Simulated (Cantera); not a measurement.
What does this Cantera script print?

```python
import numpy as np
import cantera as ct

gas_names = """
    H HO2 H2 H2O H2O2 H2S H2SO4 O OH O2 O3 S SH SO SO2 SO3 S2 S2O S8
""".split()
cond_names = """
    H2O(s) H2O(L) H2SO4(L) S(cr1) S(cr2) S(L)
""".split()


def load(file, names, dense=False):
    # The tables refer to 1 bar. Condensed volumes are neglected.
    table = {s.name: s for s in ct.Species.list_from_file(file)}
    out = []
    for n in names:
        d = dict(table[n].input_data)
        d["thermo"] = dict(d["thermo"], **{"reference-pressure": 1e5})
        if dense:
            d["equation-of-state"] = {"model": "constant-volume", "density": "1e6 g/cm^3"}
        out.append(ct.Species.from_dict(d))
    return out


gas = ct.Solution(thermo="ideal-gas", species=load("nasa_gas.yaml", gas_names))
cond = {s.name: ct.Solution(thermo="fixed-stoichiometry", species=[s], name=s.name)
        for s in load("nasa_condensed.yaml", cond_names, dense=True)}
atoms = {
    'S': {'S': 1},
    'SO2': {'S': 1, 'O': 2},
    'H2': {'H': 2},
}
top_T = {}  # K; cautious upper limits of use, not melting points


def equilibrate(T, P, feed):
    n = {}
    for name, mol in feed.items():
        for a, k in atoms[name].items():
            n[a] = n.get(a, 0.0) + k * mol
    gas.TPX = T, P, n
    mass = sum(n.values()) * gas.mean_molecular_weight
    gas.equilibrate("TP")
    valid = [c for c in cond.values() if c.min_temp <= T <= top_T.get(c.name, c.max_temp)]
    mix = ct.Mixture([(gas, mass / gas.mean_molecular_weight)] + [(c, 0.0) for c in valid])
    mix.T, mix.P = T, P
    mix.equilibrate("TP", solver="vcs", rtol=1e-11, max_steps=5000)
    return mix


results = []
feed = {'S': 1, 'SO2': 0.007, 'H2': 1.1}  # mol
T = 1648  # K
P = 260000  # Pa
mix = equilibrate(T, P, feed)
results.append((T, P, feed, dict(zip(mix.species_names, mix.species_moles))))
print(gas.report(threshold=0.001))
for i in range(1, mix.n_phases):
    print(f"{mix.phase(i).name:16s} {mix.phase_moles(i):12.5e} mol")
```

It prints:

```
       temperature   1648 K
          pressure   2.6e+05 Pa
           density   0.50369 kg/m^3
  mean mol. weight   26.545 kg/kmol
   phase of matter   gas

                          1 kg             1 kmol
                     ---------------   ---------------
          enthalpy        2.2729e+06        6.0335e+07  J
   internal energy        1.7567e+06        4.6632e+07  J
           entropy            9200.4        2.4423e+05  J/K
    Gibbs function       -1.2889e+07       -3.4215e+08  J
 heat capacity c_p            1619.2             42981  J/K
 heat capacity c_v              1306             34667  J/K

                      mass frac. Y      mole frac. X     chem. pot. / RT
                     ---------------   ---------------   ---------------
                H2          0.028499           0.37525           -18.906
               H2O         0.0072426          0.010672           -47.888
               H2S           0.57969           0.45158            -30.29
                SH         0.0083219         0.0066803           -20.837
                S2           0.37611           0.15571           -22.769
     [  +14 minor]         0.0001311        0.00011004

S(L)              0.00000e+00 mol
```

Equilibrium computed with Cantera from the NASA thermochemical tables; the gas is ideal and each condensed phase is pure.
